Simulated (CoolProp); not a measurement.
Computed with CoolProp (reference Helmholtz-energy equation of state, Thol 2017).

Q: For decamethyltetrasiloxane (MD2M), give the phase and the density (kg/m³), speed of sound (m/s), fugacity coefficient at 532.3 K and 1.01 bar; 569.9 K and 1.01 bar.

A: 
- 532.3 K and 1.01 bar: gas; density 7.43, speed of sound 115, fugacity coefficient 0.957
- 569.9 K and 1.01 bar: gas; density 6.86, speed of sound 120, fugacity coefficient 0.966
